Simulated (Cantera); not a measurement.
Input: 1 mol Si2H6, 0.25 mol HCl, 3.7 mol H2, equilibrated at 48.8 Torr.

Method: chemical equilibrium by Gibbs-energy minimisation in Cantera with the NASA 1993 tables (ideal gas, pure condensed phases). Candidate condensed phases: Si; 19 gas species. The feed counts by its element totals alone. The tables' values for SiCl3 are old estimates; treat these amounts as uncertain. Kinetics and transport are ignored.

x: gas mole fraction; n: condensed amount in mol.

| T (K) | x H2 | x HCl | x SiCl4 | x SiHCl3 | n Si(s) |
|---|---|---|---|---|---|
| 848 | 0.988 | 0.00252 | 0.00564 | 0.00358 | 1.93 |
| 898 | 0.987 | 0.00435 | 0.00532 | 0.00335 | 1.94 |
| 948 | 0.985 | 0.00699 | ___ | 0.00305 | 1.94 |
| 998 | 0.982 | 0.0105 | ___ | 0.00266 | 1.95 |
| 1048 | 0.979 | 0.0148 | ___ | 0.00218 | 1.96 |
| 1098 | 0.975 | 0.0194 | ___ | 0.00162 | 1.96 |
| 1148 | 0.972 | 0.0237 | ___ | 0.00107 | 1.97 |
| 1198 | 0.970 | 0.0269 | ___ | 0.000616 | 1.98 |
| 1248 | 0.968 | 0.0287 | ___ | 0.000320 | 1.98 |
| 1298 | 0.968 | 0.0296 | ___ | 0.000159 | 1.98 |

### Question
Complete the blanks.

### Answer

- 948, x SiCl4: 0.00481
- 998, x SiCl4: 0.00411
- 1048, x SiCl4: 0.00322
- 1098, x SiCl4: 0.00222
- 1148, x SiCl4: 0.00130
- 1198, x SiCl4: 0.000635
- 1248, x SiCl4: 0.000270
- 1298, x SiCl4: 0.000108
